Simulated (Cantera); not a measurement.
An adiabatic, constant-volume homogeneous reactor starts with CH₄ : O₂ : N₂ = 1 : 0.833 : 6.42 (molar parts), equivalence ratio 2.4, at 1775 K and 1.00 bar. Integrator tolerance rtol = 1e-08.

Detailed kinetics in Cantera: GRI-Mech 3.0 (53 species, 325 reactions).

Problem. What does this change do: 0.44 parts H2 added?

Solution. 
| quantity | before | after |
|---|---|---|
| time of steepest temperature rise | 0.241 ms | 0.132 ms |
| temperature at 7.00 s | 2497 K | 2467 K |
| equilibrium temperature | 2497 K | 2467 K |
| x(CH₄) at 7.00 s | 4.04e-11 (gas-phase equilibrium 4.51e-11) | 8.53e-11 (gas-phase equilibrium 9.56e-11) |
| x(O₂) at 7.00 s | 4.05e-6 (gas-phase equilibrium 4.05e-6) | 1.88e-6 (gas-phase equilibrium 1.88e-6) |
| x(C₂H) at 7.00 s | <1e-12 (gas-phase equilibrium <1e-12) | <1e-12 (gas-phase equilibrium <1e-12) |
| x(C₂H₄) at 7.00 s | <1e-12 (gas-phase equilibrium <1e-12) | <1e-12 (gas-phase equilibrium <1e-12) |
| x(NO) at 7.00 s | 9.35e-5 (gas-phase equilibrium 9.35e-5) | 5.91e-5 (gas-phase equilibrium 5.91e-5) |
| x(O) at 7.00 s | 2.28e-5 (gas-phase equilibrium 2.28e-5) | 1.35e-5 (gas-phase equilibrium 1.35e-5) |

Problem. What does this change do: initial temperature 1775 to 1625 K?

Solution. 
```json
[
 {"quantity": "time of steepest temperature rise", "before": "0.241 ms", "after": "0.832 ms"},
 {"quantity": "temperature at 7.00 s", "before": "2497 K", "after": "2373 K"},
 {"quantity": "equilibrium temperature", "before": "2497 K", "after": "2373 K"},
 {"quantity": "x(CH₄) at 7.00 s", "before": "4.04e-11 (gas-phase equilibrium 4.51e-11)", "after": "7.66e-11 (gas-phase equilibrium 8.62e-11)"},
 {"quantity": "x(O₂) at 7.00 s", "before": "4.05e-6 (gas-phase equilibrium 4.05e-6)", "after": "1.07e-6 (gas-phase equilibrium 1.07e-6)"},
 {"quantity": "x(C₂H) at 7.00 s", "before": "<1e-12 (gas-phase equilibrium <1e-12)", "after": "<1e-12 (gas-phase equilibrium <1e-12)"},
 {"quantity": "x(C₂H₄) at 7.00 s", "before": "<1e-12 (gas-phase equilibrium <1e-12)", "after": "<1e-12 (gas-phase equilibrium <1e-12)"},
 {"quantity": "x(NO) at 7.00 s", "before": "9.35e-5 (gas-phase equilibrium 9.35e-5)", "after": "3.83e-5 (gas-phase equilibrium 3.83e-5)"},
 {"quantity": "x(O) at 7.00 s", "before": "2.28e-5 (gas-phase equilibrium 2.28e-5)", "after": "6.03e-6 (gas-phase equilibrium 6.03e-6)"}
]
```
